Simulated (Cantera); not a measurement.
NO annealing gas

An isothermal, constant-pressure homogeneous reactor starts with 5.56 % NO, 94.4 % N₂, at 1775 K and 1.30 bar.

Cantera simulation using GRI-Mech 3.0 (53 species, 325 reactions); the numbers are that mechanism's predictions, not measurements.

```csv
t (s),x NO,x O,x N₂O,x NO₂,x N₂
4.00e-6,0.0556,2.89e-9,2.96e-9,6.99e-11,0.944
1.32e-5,0.0556,9.06e-9,9.72e-9,7.27e-10,0.944
4.35e-5,0.0556,2.57e-8,3.18e-8,6.90e-9,0.944
0.000143,0.0556,5.84e-8,1.02e-7,5.18e-8,0.944
0.000473,0.0556,1.22e-7,3.07e-7,2.69e-7,0.944
0.00156,0.0556,3.49e-7,7.68e-7,1.17e-6,0.944
0.00514,0.0555,1.14e-6,1.25e-6,4.56e-6,0.944
0.0169,0.0555,2.12e-6,1.32e-6,8.90e-6,0.944
0.0558,0.0555,2.24e-6,1.32e-6,9.40e-6,0.944
0.184,0.0552,2.40e-6,1.31e-6,1.00e-5,0.945
0.607,0.0546,2.85e-6,1.28e-6,1.18e-5,0.945
2.00,0.0524,3.98e-6,1.19e-6,1.60e-5,0.946
```
x: mole fraction; the columns are a selection and need not sum to one.

Equilibrium at this temperature and pressure: NO 0.00152, O 1.39e-5, N₂O 1.11e-7, NO₂ 1.65e-6, N₂ 0.971 (gas phase only).
